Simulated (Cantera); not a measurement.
An adiabatic, constant-pressure homogeneous reactor starts with CH4 : C2H6 : C3H8 : O2 : N2 = 1 : 0.21 : 0.089 : 1.51 : 5.69 (molar parts), equivalence ratio 2.1, at 1325 K and 0.260 bar.

Model: GRI-Mech 3.0 (53 species, 325 reactions), integrated in Cantera.

x: mole fraction; the columns are a selection and need not sum to one.

```json
[
 {"t (s)": "2.00e-6", "T (K)": "1325", "x CH4": "0.118", "x C2H6": "0.0247", "x C3H8": "0.0105", "x C2H": "<1e-12", "x H2O": "5.84e-9", "x HO2": "1.13e-7", "x C2H4": "?"},
 {"t (s)": "5.49e-6", "T (K)": "1325", "x CH4": "0.118", "x C2H6": "0.0247", "x C3H8": "0.0105", "x C2H": "<1e-12", "x H2O": "1.09e-7", "x HO2": "7.21e-7", "x C2H4": "?"},
 {"t (s)": "1.51e-5", "T (K)": "1325", "x CH4": "0.118", "x C2H6": "0.0247", "x C3H8": "0.0105", "x C2H": "<1e-12", "x H2O": "1.01e-6", "x HO2": "3.93e-6", "x C2H4": "?"},
 {"t (s)": "4.13e-5", "T (K)": "1325", "x CH4": "0.118", "x C2H6": "0.0247", "x C3H8": "0.0104", "x C2H": "<1e-12", "x H2O": "6.63e-6", "x HO2": "1.60e-5", "x C2H4": "?"},
 {"t (s)": "0.000113", "T (K)": "1324", "x CH4": "0.118", "x C2H6": "0.0246", "x C3H8": "0.0104", "x C2H": "<1e-12", "x H2O": "6.21e-5", "x HO2": "4.59e-5", "x C2H4": "?"},
 {"t (s)": "0.000311", "T (K)": "1324", "x CH4": "0.117", "x C2H6": "0.0240", "x C3H8": "0.00995", "x C2H": "<1e-12", "x H2O": "0.000696", "x HO2": "7.48e-5", "x C2H4": "?"},
 {"t (s)": "0.000854", "T (K)": "1335", "x CH4": "0.114", "x C2H6": "0.0211", "x C3H8": "0.00811", "x C2H": "1.14e-11", "x H2O": "0.00518", "x HO2": "0.000139", "x C2H4": "?"},
 {"t (s)": "0.00234", "T (K)": "2355", "x CH4": "0.000979", "x C2H6": "4.44e-8", "x C3H8": "9.26e-12", "x C2H": "8.35e-6", "x H2O": "0.125", "x HO2": "1.67e-9", "x C2H4": "?"},
 {"t (s)": "0.00643", "T (K)": "2336", "x CH4": "9.06e-6", "x C2H6": "4.59e-12", "x C3H8": "<1e-12", "x C2H": "3.67e-8", "x H2O": "0.111", "x HO2": "1.50e-9", "x C2H4": "?"},
 {"t (s)": "0.0176", "T (K)": "2320", "x CH4": "6.16e-12", "x C2H6": "<1e-12", "x C3H8": "<1e-12", "x C2H": "<1e-12", "x H2O": "0.110", "x HO2": "2.67e-9", "x C2H4": "<1e-12"},
 {"t (s)": "0.0484", "T (K)": "2315", "x CH4": "3.43e-12", "x C2H6": "<1e-12", "x C3H8": "<1e-12", "x C2H": "<1e-12", "x H2O": "0.110", "x HO2": "3.14e-9", "x C2H4": "<1e-12"},
 {"t (s)": "0.133", "T (K)": "2315", "x CH4": "3.32e-12", "x C2H6": "<1e-12", "x C3H8": "<1e-12", "x C2H": "<1e-12", "x H2O": "0.110", "x HO2": "3.16e-9", "x C2H4": "<1e-12"},
 {"t (s)": "0.364", "T (K)": "2315", "x CH4": "3.29e-12", "x C2H6": "<1e-12", "x C3H8": "<1e-12", "x C2H": "<1e-12", "x H2O": "0.110", "x HO2": "3.17e-9", "x C2H4": "<1e-12"},
 {"t (s)": "1.00", "T (K)": "2315", "x CH4": "3.29e-12", "x C2H6": "<1e-12", "x C3H8": "<1e-12", "x C2H": "<1e-12", "x H2O": "0.110", "x HO2": "3.17e-9", "x C2H4": "<1e-12"}
]
```

Problem. Fill in the missing entries.

Solution. 
- 2.00e-6, x C2H4: 2.27e-7
- 5.49e-6, x C2H4: 1.56e-6
- 1.51e-5, x C2H4: 8.98e-6
- 4.13e-5, x C2H4: 4.03e-5
- 0.000113, x C2H4: 0.000182
- 0.000311, x C2H4: 0.00114
- 0.000854, x C2H4: 0.00619
- 0.00234, x C2H4: 6.78e-6
- 0.00643, x C2H4: 2.34e-9
